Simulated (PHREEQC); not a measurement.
## Hard or scaling water: an equilibrium model

Consider water at 20 °C with 1.5e-05 mol CaSO4, 0.00052 mol NaHCO3 and 0.00027 mol MgSO4 per kg of water. Closed to the air; pH follows from the charge balance.

The numbers come from PHREEQC with the ion-association model, phreeqc.dat.

This is a speciation only: nothing precipitates in the calculation.

Task: Predict the pH, specific conductance, ionic strength.

Result: pH 8.25; specific conductance 103 µS/cm; ionic strength 0.00161 mol/kgw.

Task: In which forms is S present?

Result: SO4-2 96 %, MgSO4 3.6 % of the S.

Complexes and solids missing from the database can't appear.
